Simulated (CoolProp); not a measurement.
Vapour-liquid equilibrium of R113 (1) + benzene (2) at 441.8 K; x and y are mole fractions of (1).

Values from CoolProp's multi-fluid Helmholtz-energy mixture model, Marx 1992 and Thol 2012; pair parameters Bell 2016.

| x | bubble pressure, mixture model (kPa) | bubble pressure, Raoult's law (kPa) | y, mixture model | y, Raoult's law |
|---|---|---|---|---|
| 0.05 | 909.1 | 879.3 | 0.111 | 0.096 |
| 0.2 | (withheld) | 1007 | (withheld) | 0.335 |
| 0.35 | 1233 | 1134 | (withheld) | 0.520 |
| 0.5 | 1355 | 1261 | 0.621 | 0.668 |
| 0.65 | 1464 | 1388 | 0.735 | 0.789 |
| 0.8 | 1564 | 1516 | 0.846 | 0.890 |
| 0.95 | 1656 | 1643 | 0.961 | 0.975 |

**Question.** Complete the blanks.

**Answer.** 
- 0.2, bubble pressure, mixture model (kPa): 1090
- 0.2, y, mixture model: 0.341
- 0.35, y, mixture model: 0.496

The largest gap from Raoult's law is +8.7 % in bubble pressure, at x = 0.35. No azeotrope shows between x = 0.05 and 0.95.

The pair parameters rest on a limited set of measurements; away from them the model extrapolates.
